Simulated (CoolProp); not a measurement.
n-perfluorohexane along the isotherm 309.5 K: density (kg/m³) from the reference equation and from simpler models built on Tc = 448.0 K, pc = 1742 kPa, ω = 0.497; each cubic takes its own stable root.

The numbers come from the reference Helmholtz-energy equation of state, Gao 2022 in CoolProp.

```tsv
p (kPa)	phase	reference	Redlich-Kwong	Soave-Redlich-Kwong	Peng-Robinson
2.75	gas	0.3620	0.3618	0.3619	0.3620
4.29	gas	0.5653	0.5649	0.5652	0.5653
6.68	gas	0.8818	0.8807	0.8815	0.8817
10.4	gas	1.377	1.374	1.376	1.376
16.2	gas	2.154	2.147	2.152	2.153
25.2	gas	3.373	3.357	3.369	3.371
39.2	gas	5.304	5.264	5.293	5.299
61.1	liquid	1643	8.312	1424	1609
95.1	liquid	1643	13.21	1424	1610
148	liquid	1643	1321	1425	1610
231	liquid	1643	1322	1426	1611
359	liquid	1644	1324	1427	1612
559	liquid	1645	1328	1429	1614
871	liquid	1647	1333	1432	1617
```

At some of these states Redlich-Kwong gives the other phase, because its saturation line lies elsewhere.
